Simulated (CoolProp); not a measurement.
Computed with CoolProp (reference Helmholtz-energy equation of state, Zhou 2011).

Problem. For dimethyl carbonate, give the phase and the cv (kJ/(kg K)), speed of sound (m/s), Joule-Thomson coefficient (K/MPa) at 600 K and 0.205 MPa; 600 K and 0.409 MPa; 600 K and 1.64 MPa.

Solution. 
- 600 K and 0.205 MPa: gas; cv 1.77, speed of sound 239, Joule-Thomson coefficient 5.51
- 600 K and 0.409 MPa: gas; cv 1.77, speed of sound 237, Joule-Thomson coefficient 5.59
- 600 K and 1.64 MPa: gas; cv 1.78, speed of sound 221, Joule-Thomson coefficient 6.19
